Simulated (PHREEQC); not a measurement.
Dissolve 9.4 mmol/kgw CuSO4, 23 mmol/kgw HCl and 5.3 mmol/kgw NaCl at 55 °C. Closed to the air; pH follows from the charge balance.

Equilibrium calculation in PHREEQC: ion-association model, phreeqc.dat.

Question: The ionic strength comes out as 0.0491 mol/kgw. What activity coefficients do Na+, Cl-, SO4-2, NaSO4-, CuCl+ get?

Answer: Na+ 0.82, Cl- 0.81, SO4-2 0.45, NaSO4- 0.82, CuCl+ 0.81.

No solid was allowed to form. Constants without temperature data keep their 25 °C values here.
